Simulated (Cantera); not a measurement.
## Calcination and drying: CsOH + H2O + O2

Input: 1 mol CsOH, 4.5 mol H2O, 1.7 mol O2, equilibrated at 50.0 Pa.

Cantera equilibrium calculation (NASA polynomials, part measured and part estimated; ideal gas, pure solids and liquids). Candidate condensed phases: Cs, CsOH, H2O; 15 gas species. The numbers say what is thermodynamically allowed, not how fast it happens.

From 823 K to 1923 K nothing is condensed. The main Cs-bearing gas is CsOH at 823 K and Cs at 1923 K.

```
T (K)  x H2O   x O2  x CsOH      x Cs      x OH      x H2       x O
-----  -----  -----  ------  --------  --------  --------  --------
823    0.628  0.237   0.131   3.66e-9   2.98e-8  8.42e-12  5.01e-12
923    0.625  0.236   0.138   1.11e-7   3.88e-7  4.19e-10  2.71e-10
1023   0.625  0.236   0.139   1.64e-6   3.07e-6   9.83e-9   6.77e-9
1123   0.625  0.236   0.139   1.49e-5   1.68e-5   1.32e-7   9.56e-8
1223   0.625  0.236   0.139   9.39e-5   7.00e-5   1.17e-6   8.78e-7
1323   0.625  0.236   0.138  0.000445  0.000235   7.46e-6   5.78e-6
1423   0.625  0.236   0.137   0.00168  0.000664   3.68e-5   2.93e-5
1523   0.624  0.236   0.133   0.00521   0.00164  0.000147  0.000120
1623   0.622  0.236   0.124    0.0134   0.00361  0.000496  0.000413
1723   0.619  0.236   0.107    0.0284   0.00726   0.00145   0.00123
1823   0.611  0.235  0.0832    0.0493    0.0134   0.00375   0.00327
1923   0.594  0.233  0.0579    0.0711    0.0231   0.00868   0.00781
```
x: gas mole fraction; nothing condenses.
